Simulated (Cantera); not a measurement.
Input: 1 mol SiCl4, 0.99 mol C2H4, 180 mol H2, held at 0.260 bar.

Equilibrium computed with Cantera from the NASA thermochemical tables; the gas is ideal and each condensed phase is pure. Candidate condensed phases: C, C6H6, C7H8, C8H18, Si, SiC; 109 gas species. The numbers say what is thermodynamically allowed, not how fast it happens. All values below are at 1823 K.

Base state: H2 0.977, HCl 0.0216, H 0.000840, C2H2 (acetylene) 0.000207, CH4 0.000177, SiCl2 3.84e-5, Cl 1.42e-5 (mole fractions); condensed: C(graphite) + SiC(s).

**Question.** What changes in the equilibrium state with this change: pressure from 0.260 bar to 0.133 bar?

**Answer.** 
```
species             before     after
----------------  --------  --------
H2                   0.977     0.977
HCl                 0.0216    0.0216
H                 0.000840   0.00117
CH4               0.000177   9.08e-5
SiCl2              3.84e-5   3.83e-5
Cl                 1.42e-5   1.98e-5
C2H2 (acetylene)  0.000207  0.000206
C(graphite), mol     0.878     0.894
SiC(s), mol          0.993     0.992
```
